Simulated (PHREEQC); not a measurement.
0.39 g of hydrous ferric oxide (600 m²/g; 0.2 weak and 0.005 strong sites per Fe, Dzombak-Morel constants, diffuse double layer) in 1 kg of water with 0.05 mol/kgw of an inert sodium salt and 0.0018 mol NaF and 1.9e-06 mol NaH2PO4, at 25 °C; the pH is set by adding NaOH or the inert anion's acid. O2 is buffered at 0.21 atm. The system is closed to CO2. No solid was allowed to form.

Base run: PHREEQC, ion-association model, wateq4f.dat. Each further column changes one thing. The table gives F sorbed (%).

| pH | base | no electrostatic term (-no_edl) | background salt from 0.05 to 0.005 mol/kgw | oxide from 0.39 to 2 g/kgw |
|---|---|---|---|---|
| 4 | 31.4 | 1.5 | 37.4 | 92.0 |
| 5 | 27.1 | 1.7 | 31.2 | 85.3 |
| 6 | 18.1 | 1.7 | 20.7 | 65.9 |
| 6.5 | 13.1 | 1.8 | 15.0 | 51.5 |
| 7.5 | 4.8 | 2.2 | 5.5 | 21.7 |
| 8.5 | 1.0 | 1.9 | 1.0 | 4.8 |
| 9.5 | 0.2 | 0.6 | 0.1 | 0.8 |
| 10 | 0.1 | 0.2 | 0.0 | 0.3 |
| 11 | 0.0 | 0.0 | 0.0 | 0.1 |
| 12 | 0.0 | 0.0 | 0.0 | 0.0 |

H3PO4, which wateq4f.dat lacks, is added to it with the constant of phreeqc.dat.
